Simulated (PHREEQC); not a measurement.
Make-up at 5 °C: 6.6 mmol/kgw FeSO4, 0.09 mmol/kgw CuCl2, 0.22 mmol/kgw NaHCO3 and 0.57 mmol/kgw Na2SO4. Closed to the air; pH follows from the charge balance.

Model: ion-association model, wateq4f.dat, run in PHREEQC.

| quantity | before | after |
|---|---|---|
| pH | 6.81 | 6.80 |
| ionic strength (mol/kgw) | 0.0233 | 0.00271 |
| SO4-2 (mol/kgw) | 0.00588 | 0.000683 |
| Fe+2 (mol/kgw) | 0.00531 | 0.000626 |
| FeSO4 (mol/kgw) | 0.00125 | 3.33e-5 |
| NaSO4- (mol/kgw) | 1.96e-5 | 3.25e-7 |
| SI of Melanterite (FeSO4:7H2O) | -2.49 | -4.07 |
| SI of Mirabilite (Na2SO4:10H2O) | -6.23 | -8.93 |

Question: What was changed between the two runs?
(A) CuCl2 left out
(B) temperature from 5 to 60 °C
(C) Na2SO4 from 0.00057 to 0.000855 mol/kgw
(D) NaHCO3 left out
(E) diluted 10-fold with water

Answer: E, diluted 10-fold with water

Precipitation was switched off in this run. Some of these states are supersaturated (in Malachite, Siderite, for instance). Away from 25 °C the constants follow the database's enthalpies or fits; those with neither stay at their 25 °C values. The database's constant for dissolved Cu(OH)2 is higher than later reviews accept.
